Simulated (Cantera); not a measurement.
Feed: 1 mol SiC, 0.012 mol CO2, 1.8 mol H2, at 1925 K and 1130 Torr.

Equilibrium computed with Cantera from the NASA thermochemical tables; the gas is ideal and each condensed phase is pure. Candidate condensed phases: C, C6H6, C7H8, C8H18, H2O, Si, SiC, SiO2; 123 gas species. Gases not in the tables: Si2H6 and higher silanes. Kinetics and transport are ignored.

Q: What is the equilibrium state?

A: x(H2): 0.986
x(CO): 0.00980
x(SiO): 0.00334
x(H): 0.000775
x(CH4): 0.000115
x(SiH2): 1.83e-5
x(H2O): 1.53e-5
x(C2H2 (acetylene)): 1.03e-5
x(Si): 3.16e-6
n(SiC(s)): 0.994 mol
gas amount: 1.824 mol
log10 activity of Si(l) (absent): -0.57
log10 activity of C(graphite) (absent): -0.82
